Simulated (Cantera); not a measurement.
**Equilibrium for roasting and sulfation: FeS + O2**

A closed system holds: 1 mol FeS, a varied amount of O2, held at 923 K and 79.0 mbar.

Equilibrium computed with Cantera from the NASA thermochemical tables; the gas is ideal and each condensed phase is pure. Candidate condensed phases: Fe, FeO, FeS, FeSO4, FeS2, Fe2O3, Fe2(SO4)3, Fe3O4, S; 12 gas species. FeS: taken at fixed stoichiometry. Gases not in the tables: S3 to S7. Kinetics and transport are ignored.

| n(O2) (mol) | log p SO2 | log p O2 | log p SO3 | log p S2 | log p S2O | log p SO | n FeS(s) | n Fe3O4(s) | n Fe2O3(s) |
|---|---|---|---|---|---|---|---|---|---|
| 0.49 | -1.12 | <-13 | -8.65 | -2.67 | -3.78 | -5.94 | 0.696 | 0.101 | 0 |
| 0.62 | -1.12 | <-13 | -8.65 | -2.67 | -3.78 | -5.94 | 0.615 | 0.128 | 0 |
| 0.79 | -1.12 | <-13 | -8.65 | -2.67 | -3.78 | -5.94 | 0.510 | 0.163 | 0 |
| 1 | -1.12 | <-13 | -8.65 | -2.67 | -3.78 | -5.94 | 0.379 | 0.207 | 0 |
| 1.3 | -1.12 | <-13 | -8.65 | -2.67 | -3.78 | -5.94 | 0.193 | 0.269 | 0 |
| 1.6 | -1.12 | <-13 | -8.65 | -2.67 | -3.78 | -5.94 | 0.00712 | 0.331 | 0 |
| 2.1 | -1.36 | -1.92 | -1.64 | <-13 | <-13 | <-13 | 0 | 0 | 0.500 |
| 2.6 | -1.58 | -1.52 | -1.65 | <-13 | <-13 | <-13 | 0 | 0 | 0.500 |
log p: log10 of the partial pressure in bar; n: condensed amount in mol.

From 0.49 mol O2 to 1.6 mol O2 the condensed part is FeS(s) + Fe3O4(s). From 2.1 mol O2 to 2.6 mol O2 the condensed part is Fe2O3(s).
